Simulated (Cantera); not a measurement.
A perfectly stirred reactor is fed with H2 : O2 : N2 : H2O = 1 : 0.781 : 7.66 : 0.91 (molar parts), at 1280 Torr; it is adiabatic with a 425 K inlet, and is followed from long to short residence time, starting on the burning branch (τ in s: 0.1, 0.042, 0.017, 0.0068, 0.0027, 0.0011, 0.00045, 0.00018, 7.2e-05, 2.9e-05, 1.2e-05).

Computed with Cantera and the H2/O2 subset of GRI-Mech 3.0, which has no nitrogen chemistry.

Task: What does this change do: H2O 0.91 to 1.5 parts?

Result: 
```json
[
 {"quantity": "blow-out, bracketed by the residence times tried", "before": "burning at 42.0 ms, out at 17.0 ms", "after": "not reached"},
 {"quantity": "x(H2) at τ = 0.100 s", "before": "0.00195", "after": "0.0914"},
 {"quantity": "x(O2) at τ = 0.100 s", "before": "0.0294", "after": "0.0714"},
 {"quantity": "x(H2O) at τ = 0.100 s", "before": "0.192", "after": "0.137"},
 {"quantity": "x(HO2) at τ = 0.100 s", "before": "3.03e-5", "after": "<1e-12"},
 {"quantity": "x(H) at τ = 0.100 s", "before": "4.36e-6", "after": "<1e-12"},
 {"quantity": "x(H2) at τ = 1.10 ms", "before": "0.0966", "after": "0.0914"},
 {"quantity": "x(O2) at τ = 1.10 ms", "before": "0.0755", "after": "0.0714"},
 {"quantity": "x(H2O) at τ = 1.10 ms", "before": "0.0879", "after": "0.137"},
 {"quantity": "x(HO2) at τ = 1.10 ms", "before": "<1e-12", "after": "<1e-12"},
 {"quantity": "x(H) at τ = 1.10 ms", "before": "<1e-12", "after": "<1e-12"},
 {"quantity": "state", "before": "not reached", "after": "not burning at any residence time tried"}
]
```

Task: What does this change do: inlet temperature 425 to 548 K?

Result: 
```csv
quantity,before,after
"blow-out, bracketed by the residence times tried","burning at 42.0 ms, out at 17.0 ms","burning at 1.10 ms, out at 0.450 ms"
x(H2) at τ = 0.100 s,0.00195,0.000298
x(O2) at τ = 0.100 s,0.0294,0.0286
x(H2O) at τ = 0.100 s,0.192,0.193
x(HO2) at τ = 0.100 s,3.03e-5,8.85e-6
x(H) at τ = 0.100 s,4.36e-6,5.56e-6
x(H2) at τ = 1.10 ms,0.0966,0.00579
x(O2) at τ = 1.10 ms,0.0755,0.0311
x(H2O) at τ = 1.10 ms,0.0879,0.187
x(HO2) at τ = 1.10 ms,<1e-12,4.78e-5
x(H) at τ = 1.10 ms,<1e-12,0.000387
```

Task: What does this change do: N2 7.66 to 10 parts?

Result: 
```csv
quantity,before,after
"blow-out, bracketed by the residence times tried","burning at 42.0 ms, out at 17.0 ms",not reached
x(H2) at τ = 0.100 s,0.00195,0.0788
x(O2) at τ = 0.100 s,0.0294,0.0615
x(H2O) at τ = 0.100 s,0.192,0.0717
x(HO2) at τ = 0.100 s,3.03e-5,<1e-12
x(H) at τ = 0.100 s,4.36e-6,<1e-12
x(H2) at τ = 1.10 ms,0.0966,0.0788
x(O2) at τ = 1.10 ms,0.0755,0.0615
x(H2O) at τ = 1.10 ms,0.0879,0.0717
x(HO2) at τ = 1.10 ms,<1e-12,<1e-12
x(H) at τ = 1.10 ms,<1e-12,<1e-12
state,not reached,not burning at any residence time tried
```
